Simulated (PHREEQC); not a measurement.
## Sulfide liquor: an equilibrium model

Dissolve 0.0011 mol NH4HS, 0.015 mol NaHCO3 and 0.00015 mol MnCl2 per kg of water at 75 °C. Closed to the air; pH follows from the charge balance.

Model: ion-association model, wateq4f.dat, run in PHREEQC.

Each row changes one thing in this solution. This is a speciation only: nothing precipitates in the calculation.

```csv
case,pH,ionic strength (mol/kgw),Mn+2 (mol/kgw),MnOH+ (mol/kgw),MnCl+ (mol/kgw)
as made,7.67,0.0158,3.94e-5,1.06e-6,2.84e-8
NH4HS replaced by NH4F at the same molality,7.64,0.0158,4.08e-5,1.02e-6,2.94e-8
NH4HS left out,7.84,0.0150,3.08e-5,1.23e-6,2.24e-8
NaHCO3 left out,7.24,0.00137,0.000148,1.89e-6,1.51e-7
NaHCO3 from 0.015 to 0.03 mol/kgw,7.70,0.0303,2.56e-5,6.55e-7,1.58e-8
NH4HS from 0.0011 to 0.00011 mol/kgw,7.82,0.0151,3.19e-5,1.21e-6,2.32e-8
diluted 5-fold with water,7.72,0.00320,1.60e-5,5.82e-7,3.00e-9
MnCl2 from 0.00015 to 0.0015 mol/kgw,7.45,0.0177,0.000536,8.53e-6,3.76e-6
NaHCO3 replaced by Na2SO4 at the same molality,7.25,0.0436,7.00e-5,5.99e-7,3.92e-8
```

Species that the database lacks are ignored. Some of these states are supersaturated (in Rhodochrosite, for instance). Constants without temperature data keep their 25 °C values here. The polysulfide entries of wateq4f.dat were taken out for this run.
